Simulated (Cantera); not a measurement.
**Thermodynamics of carbothermic reduction, feed TiO2 + CH4 + H2**

Feed: 1 mol TiO2, 4.5 mol CH4, 0.23 mol H2.

Cantera equilibrium calculation (NASA polynomials, part measured and part estimated; ideal gas, pure solids and liquids). Candidate condensed phases: C, C6H6, C7H8, C8H18, H2O, Ti, TiC, TiO, TiO2, Ti2O3, Ti3O5, Ti4O7; 113 gas species. Mutual solubility and eutectic melting of coexisting phases are not modelled. TiC: taken at fixed stoichiometry. Condensed phases not in the tables: Magnéli phases beyond Ti4O7. Kinetics and transport are ignored.

Task: Map the stable condensed phases over T = 950, 1050, 1150, 1250, 1350, 1450, 1550, 1650, 1750, 1850, 1950, 2050, 2150 °C and P in Pa = 10, 32, 100, 320, 1000, 3200, 10000, 32000, 100000, 320000, 1000000.

Result: 
```
T in °C \ P in Pa
              10      32     100     320    1000    3200   10000   32000  100000  320000 1000000
   2150        A       A       A       A       A       A       A       A       A       A       A
   2050        A       A       A       A       A       A       A       A       A       A       A
   1950        A       A       A       A       A       A       A       A       A       A       A
   1850        A       A       A       A       A       A       A       A       A       A       A
   1750        A       A       A       A       A       A       A       A       A       A       A
   1650        A       A       A       A       A       A       A       A       A       A       A
   1550        A       A       A       A       A       A       A       A       A       A       A
   1450        A       A       A       A       A       A       A       A       A       A       A
   1350        A       A       A       A       A       A       A       A       A       A       B
   1250        A       A       A       A       A       A       A       A       A       B       C
   1150        A       A       A       A       A       A       A       A       B       C       C
   1050        A       A       A       A       A       A       B       B       C       D       E
    950        A       A       A       A       A       B       C       C       E       F       F
```
A: C + TiC; B: C + TiC + Ti3O5; C: C + Ti3O5; D: C + Ti3O5 + Ti4O7; E: C + Ti4O7; F: C + TiO2 + Ti4O7.
